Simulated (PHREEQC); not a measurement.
1 kg of water holding 0.28 mol/kgw MgBr2, 0.0063 mol/kgw NaCl, 0.33 mol/kgw KCl and 0.00061 mol/kgw CaSO4 is evaporated at 25 °C; the solids stay in contact with the brine. No CO2 enters from the air. The run lets Arcanite, Bischofite, Bloedite, Brucite, Carnallite, Epsomite, Glaserite, Glauberite, Gypsum, Anhydrite, Halite, Hexahydrite, Kainite, Kieserite, Leonite, Mirabilite, Misenite, Polyhalite, Portlandite, Schoenite, Sylvite, Syngenite, Thenardite, MgCl2_4H2O precipitate or redissolve, and no other solid.

The numbers come from PHREEQC with the Pitzer model, pitzer.dat.

Predict water activity at water left (kg) = 0.8219, 0.375, 0.2533, 0.1711.


| water left (kg) | water activity |
|---|---|
| 0.8219 | 0.969 |
| 0.375 | 0.923 |
| 0.2533 | 0.873 |
| 0.1711 | 0.787 |
